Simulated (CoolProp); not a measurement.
Vapour-liquid equilibrium of propane (1) + n-perfluorobutane (2) at -39.45 °C; x and y are mole fractions of (1).

Computed with CoolProp (multi-fluid Helmholtz-energy mixture model, Lemmon 2009 and Gao 2022; pair parameters Bell 2016).

```json
[
 {"x": "0.05", "bubble pressure (MPa)": "0.04208", "y at the bubble point": "0.618", "dew pressure at overall composition x (MPa)": "0.01747", "liquid density (mol/L)": "7.405"},
 {"x": "0.125", "bubble pressure (MPa)": "0.07044", "y at the bubble point": "0.783", "dew pressure at overall composition x (MPa)": "0.01893", "liquid density (mol/L)": "7.653"},
 {"x": "0.2", "bubble pressure (MPa)": "0.08863", "y at the bubble point": "0.835", "dew pressure at overall composition x (MPa)": "0.02067", "liquid density (mol/L)": "7.919"},
 {"x": "0.275", "bubble pressure (MPa)": "0.09919", "y at the bubble point": "0.857", "dew pressure at overall composition x (MPa)": "0.02275", "liquid density (mol/L)": "8.206"},
 {"x": "0.35", "bubble pressure (MPa)": "0.1046", "y at the bubble point": "0.868", "dew pressure at overall composition x (MPa)": "0.02530", "liquid density (mol/L)": "8.518"},
 {"x": "0.425", "bubble pressure (MPa)": "0.1070", "y at the bubble point": "0.873", "dew pressure at overall composition x (MPa)": "0.02849", "liquid density (mol/L)": "8.858"},
 {"x": "0.5", "bubble pressure (MPa)": "0.1079", "y at the bubble point": "0.875", "dew pressure at overall composition x (MPa)": "0.03258", "liquid density (mol/L)": "9.233"},
 {"x": "0.575", "bubble pressure (MPa)": "0.1082", "y at the bubble point": "0.876", "dew pressure at overall composition x (MPa)": "0.03805", "liquid density (mol/L)": "9.647"},
 {"x": "0.65", "bubble pressure (MPa)": "0.1086", "y at the bubble point": "0.878", "dew pressure at overall composition x (MPa)": "0.04568", "liquid density (mol/L)": "10.11"},
 {"x": "0.725", "bubble pressure (MPa)": "0.1095", "y at the bubble point": "0.882", "dew pressure at overall composition x (MPa)": "0.05707", "liquid density (mol/L)": "10.62"},
 {"x": "0.8", "bubble pressure (MPa)": "0.1110", "y at the bubble point": "0.892", "dew pressure at overall composition x (MPa)": "0.07566", "liquid density (mol/L)": "11.19"},
 {"x": "0.875", "bubble pressure (MPa)": "0.1127", "y at the bubble point": "0.913", "dew pressure at overall composition x (MPa)": "0.1078", "liquid density (mol/L)": "11.84"},
 {"x": "0.95", "bubble pressure (MPa)": "0.1139", "y at the bubble point": "0.954", "dew pressure at overall composition x (MPa)": "0.1139", "liquid density (mol/L)": "12.57"}
]
```

No azeotrope shows between x = 0.05 and 0.95.

The pair parameters rest on a limited set of measurements; away from them the model extrapolates. With so large a gap from Raoult's law the liquid may split in two, which this calculation doesn't test in full.
